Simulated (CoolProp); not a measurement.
Aqueous potassium formate as a coolant, 19 % by mass, freezing at -10.9 °C, 1 atm.

The numbers come from the Melinder's fits for secondary coolants in CoolProp.

```json
[
 {"T (°C)": "-6.2", "conductivity (W/(m K))": "0.527", "Prandtl number": "17.6", "viscosity (mPa s)": "2.68", "cp (kJ/(kg K))": "3.462"},
 {"T (°C)": "0.2", "conductivity (W/(m K))": "0.536", "Prandtl number": "14.3", "viscosity (mPa s)": "2.20", "cp (kJ/(kg K))": "3.469"},
 {"T (°C)": "6.6", "conductivity (W/(m K))": "0.544", "Prandtl number": "___", "viscosity (mPa s)": "1.85", "cp (kJ/(kg K))": "___"},
 {"T (°C)": "13", "conductivity (W/(m K))": "0.553", "Prandtl number": "9.91", "viscosity (mPa s)": "1.57", "cp (kJ/(kg K))": "3.484"},
 {"T (°C)": "19.4", "conductivity (W/(m K))": "0.561", "Prandtl number": "8.45", "viscosity (mPa s)": "1.36", "cp (kJ/(kg K))": "3.492"},
 {"T (°C)": "25.8", "conductivity (W/(m K))": "0.569", "Prandtl number": "7.29", "viscosity (mPa s)": "1.19", "cp (kJ/(kg K))": "3.499"},
 {"T (°C)": "32.2", "conductivity (W/(m K))": "0.577", "Prandtl number": "6.35", "viscosity (mPa s)": "1.05", "cp (kJ/(kg K))": "3.507"},
 {"T (°C)": "38.6", "conductivity (W/(m K))": "0.585", "Prandtl number": "5.57", "viscosity (mPa s)": "___", "cp (kJ/(kg K))": "3.514"}
]
```

### Question
Fill in the missing entries.

### Answer

- 6.6, Prandtl number: 11.8
- 6.6, cp (kJ/(kg K)): 3.476
- 38.6, viscosity (mPa s): 0.928
